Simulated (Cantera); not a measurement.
# Abatement and gas-phase synthesis: H2O + SO2 + N2

Feed: 1 mol H2O, 0.42 mol SO2, 1.4 mol N2, at 3980 Torr.

These are equilibrium values from Cantera (NASA tables, ideal gas, pure condensed phases), not measurements of a reactor. Candidate condensed phases: H2O, H2SO4, S; 35 gas species. The numbers say what is thermodynamically allowed, not how fast it happens.

From 2148 K to 2598 K nothing is condensed.

```csv
T (K),x N2,x H2O,x SO2,x H2,x OH
2148,0.495,0.350,0.148,0.00333,0.00141
2198,0.494,0.348,0.147,0.00410,0.00183
2248,0.494,0.347,0.147,0.00500,0.00234
2298,0.493,0.345,0.146,0.00604,0.00297
2348,0.493,0.343,0.145,0.00723,0.00372
2398,0.492,0.341,0.145,0.00858,0.00461
2448,0.491,0.338,0.144,0.0101,0.00567
2498,0.489,0.335,0.142,0.0118,0.00690
2548,0.488,0.331,0.141,0.0137,0.00832
2598,0.487,0.327,0.139,0.0158,0.00995
```
x: gas mole fraction; nothing condenses.
